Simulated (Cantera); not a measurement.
A closed system holds: 1 mol Si₂H₆, 0.85 mol Cl₂, 10 mol N₂, at 1075 K and 0.600 bar.

Cantera equilibrium calculation (NASA polynomials, part measured and part estimated; ideal gas, pure solids and liquids). Candidate condensed phases: NH₄Cl, Si, Si₃N₄; 28 gas species. The feed counts by its element totals alone. N₂ is the only nitrogen source here; it is nearly inert below about 1500 K, so the nitride shown seldom forms there in practice. Rates play no part.

Base state: N₂ 0.694, H₂ 0.176, HCl 0.127, SiCl₄ 0.00209, SiHCl₃ 3.58e-5, NH₃ 1.35e-5 (mole fractions); condensed: Si₃N₄(s).

What changes in the equilibrium state with this change: Cl₂ from 0.85 to 0.71 mol?


```csv
species,before,after
N₂,0.694,0.701
H₂,0.176,0.187
HCl,0.127,0.111
SiCl₄,0.00209,0.00104
SiHCl₃,3.58e-5,2.18e-5
NH₃,1.35e-5,1.49e-5
"Si₃N₄(s), mol",0.658,0.662
```
